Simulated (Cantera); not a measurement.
Charge: 1 mol CO, 0.03 mol CO₂, at 2823 K and 7.50 Torr.

Equilibrium computed with Cantera from the NASA thermochemical tables; the gas is ideal and each condensed phase is pure. Candidate condensed phases: C; 12 gas species. Kinetics and transport are ignored.

Problem. What is the equilibrium state?

Solution. 
```json
{
  "x(CO)": "0.972",
  "x(O)": "0.0139",
  "x(CO₂)": "0.0137",
  "x(O₂)": "0.000551",
  "gas_amount": "1.045 mol",
  "log10 activity of C(graphite) (absent)": "-5.93"
}
```
